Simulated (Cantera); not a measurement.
Feed: 1 mol Si3N4, 13 mol H2, 0.93 mol N2, a varied amount of HCl, equilibrated at 0.00160 bar.

Equilibrium computed with Cantera from the NASA thermochemical tables; the gas is ideal and each condensed phase is pure. Candidate condensed phases: NH4Cl, Si, Si3N4; 28 gas species. The tables' values for SiCl3 are old estimates. Rates play no part.

Q: What condenses at these points (T in K, n(HCl) in mol): (1250, 15); (1400, 4.8); (1175, 15); (1250, 36); (1775, 25); (1850, 4.8)?

A: 
```
T (K)  n(HCl) in mol  condensed phases  Si condensed (%)
-----  -------------  ----------------  ----------------
1250              15             Si3N4              69.6
1400             4.8             Si3N4              83.9
1175              15             Si3N4              75.9
1250              36          gas only               0.0
1775              25          gas only               0.0
1850             4.8                Si              56.8
```
